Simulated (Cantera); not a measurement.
What does this Cantera script print?

```python
import numpy as np
import cantera as ct

gas_names = """
    C CN CO CO2 C2 CCN CNC C2N2 C2O C3 C3O2 C4 C4N2 C5 Fe FeC5O5 FeO N NCO NO NO2 NO3 N2 N2O O O2 O3
""".split()
cond_names = """
    C(gr) Fe(a) Fe(c) Fe(d) Fe(L) FeC5O5(L) FeO(s) FeO(L) Fe2O3(s) Fe3O4(s)
""".split()


# ... load() reads the species with a 1 bar reference pressure and builds the phases ...
atoms = {
    'Fe2O3': {'Fe': 2, 'O': 3},
    'CO': {'C': 1, 'O': 1},
    'N2': {'N': 2},
}
top_T = {'C(gr)': 4500, 'Fe2O3(s)': 1830, 'Fe3O4(s)': 1870}  # K; cautious upper limits of use, not melting points


# ... equilibrate(T, P, feed) seeds the gas with the atoms and calls Mixture.equilibrate('TP', solver="vcs", rtol=1e-11, max_steps=5000) ...
results = []
P = 1200  # Pa
for T in [1325, 1375, 1425, 1475, 1525, 1575, 1625, 1675, 1725, 1775, 1825, 1875]:
    for m in [1.9, 2.2, 2.5, 2.8, 3.2, 3.6, 4.1, 4.7, 5.3, 6, 6.8, 7.7, 8.8]:
        feed = {'Fe2O3': 1, 'CO': m, 'N2': 0.11}  # mol
        mix = equilibrate(T, P, feed)
        results.append((T, P, feed, dict(zip(mix.species_names, mix.species_moles))))

for T, P, feed, n in results:
    print(f"{T:7g} {feed['CO']:10.4g}  " + (" + ".join(c for c in cond_names if n.get(c, 0) > 1e-12) or "gas only"))
```

Result:

```
   1325        1.9  FeO(s)
   1325        2.2  FeO(s)
   1325        2.5  FeO(s)
   1325        2.8  FeO(s)
   1325        3.2  FeO(s)
   1325        3.6  FeO(s)
   1325        4.1  FeO(s)
   1325        4.7  FeO(s)
   1325        5.3  FeO(s)
   1325          6  FeO(s)
   1325        6.8  Fe(c) + FeO(s)
   1325        7.7  Fe(c) + FeO(s)
   1325        8.8  Fe(c) + FeO(s)
   1375        1.9  FeO(s)
   1375        2.2  FeO(s)
   1375        2.5  FeO(s)
   1375        2.8  FeO(s)
   1375        3.2  FeO(s)
   1375        3.6  FeO(s)
   1375        4.1  FeO(s)
   1375        4.7  FeO(s)
   1375        5.3  FeO(s)
   1375          6  FeO(s)
   1375        6.8  Fe(c) + FeO(s)
   1375        7.7  Fe(c) + FeO(s)
   1375        8.8  Fe(c) + FeO(s)
   1425        1.9  FeO(s)
   1425        2.2  FeO(s)
   1425        2.5  FeO(s)
   1425        2.8  FeO(s)
   1425        3.2  FeO(s)
   1425        3.6  FeO(s)
   1425        4.1  FeO(s)
   1425        4.7  FeO(s)
   1425        5.3  FeO(s)
   1425          6  FeO(s)
   1425        6.8  FeO(s)
   1425        7.7  Fe(c) + FeO(s)
   1425        8.8  Fe(c) + FeO(s)
   1475        1.9  FeO(s)
   1475        2.2  FeO(s)
   1475        2.5  FeO(s)
   1475        2.8  FeO(s)
   1475        3.2  FeO(s)
   1475        3.6  FeO(s)
   1475        4.1  FeO(s)
   1475        4.7  FeO(s)
   1475        5.3  FeO(s)
   1475          6  FeO(s)
   1475        6.8  FeO(s)
   1475        7.7  Fe(c) + FeO(s)
   1475        8.8  Fe(c) + FeO(s)
   1525        1.9  FeO(s)
   1525        2.2  FeO(s)
   1525        2.5  FeO(s)
   1525        2.8  FeO(s)
   1525        3.2  FeO(s)
   1525        3.6  FeO(s)
   1525        4.1  FeO(s)
   1525        4.7  FeO(s)
   1525        5.3  FeO(s)
   1525          6  FeO(s)
   1525        6.8  FeO(s)
   1525        7.7  Fe(c) + FeO(s)
   1525        8.8  Fe(c) + FeO(s)
   1575        1.9  FeO(s)
   1575        2.2  FeO(s)
   1575        2.5  FeO(s)
   1575        2.8  FeO(s)
   1575        3.2  FeO(s)
   1575        3.6  FeO(s)
   1575        4.1  FeO(s)
   1575        4.7  FeO(s)
   1575        5.3  FeO(s)
   1575          6  FeO(s)
   1575        6.8  FeO(s)
   1575        7.7  Fe(c) + FeO(s)
   1575        8.8  Fe(c) + FeO(s)
   1625        1.9  FeO(s)
   1625        2.2  FeO(s)
   1625        2.5  FeO(s)
   1625        2.8  FeO(s)
   1625        3.2  FeO(s)
   1625        3.6  FeO(s)
   1625        4.1  FeO(s)
   1625        4.7  FeO(s)
   1625        5.3  FeO(s)
   1625          6  FeO(s)
   1625        6.8  FeO(s)
   1625        7.7  Fe(c) + FeO(s)
   1625        8.8  Fe(c) + FeO(s)
   1675        1.9  FeO(L)
   1675        2.2  FeO(L)
   1675        2.5  FeO(L)
   1675        2.8  FeO(L)
   1675        3.2  FeO(L)
   1675        3.6  FeO(L)
   1675        4.1  FeO(L)
   1675        4.7  FeO(L)
   1675        5.3  FeO(L)
   1675          6  FeO(L)
   1675        6.8  FeO(L)
   1675        7.7  FeO(L)
   1675        8.8  Fe(d) + FeO(L)
   1725        1.9  FeO(L)
   1725        2.2  FeO(L)
   1725        2.5  FeO(L)
   1725        2.8  FeO(L)
   1725        3.2  FeO(L)
   1725        3.6  FeO(L)
   1725        4.1  FeO(L)
   1725        4.7  FeO(L)
   1725        5.3  FeO(L)
   1725          6  FeO(L)
   1725        6.8  FeO(L)
   1725        7.7  FeO(L)
   1725        8.8  Fe(d) + FeO(L)
   1775        1.9  FeO(L)
   1775        2.2  FeO(L)
   1775        2.5  FeO(L)
   1775        2.8  FeO(L)
   1775        3.2  FeO(L)
   1775        3.6  FeO(L)
   1775        4.1  FeO(L)
   1775        4.7  FeO(L)
   1775        5.3  FeO(L)
   1775          6  FeO(L)
   1775        6.8  FeO(L)
   1775        7.7  FeO(L)
   1775        8.8  FeO(L)
   1825        1.9  FeO(L)
   1825        2.2  FeO(L)
   1825        2.5  FeO(L)
   1825        2.8  FeO(L)
   1825        3.2  FeO(L)
   1825        3.6  FeO(L)
   1825        4.1  FeO(L)
   1825        4.7  FeO(L)
   1825        5.3  FeO(L)
   1825          6  FeO(L)
   1825        6.8  FeO(L)
   1825        7.7  FeO(L)
   1825        8.8  FeO(L)
   1875        1.9  FeO(L)
   1875        2.2  FeO(L)
   1875        2.5  FeO(L)
   1875        2.8  FeO(L)
   1875        3.2  FeO(L)
   1875        3.6  FeO(L)
   1875        4.1  FeO(L)
   1875        4.7  FeO(L)
   1875        5.3  FeO(L)
   1875          6  FeO(L)
   1875        6.8  FeO(L)
   1875        7.7  FeO(L)
   1875        8.8  FeO(L)
```

These are equilibrium values from Cantera (NASA tables, ideal gas, pure condensed phases), not measurements of a reactor. Mutual solubility and eutectic melting of coexisting phases are not modelled. The tables' stoichiometric FeO is somewhat more stable than real wüstite, so its field is too wide. FeO: taken at fixed stoichiometry.
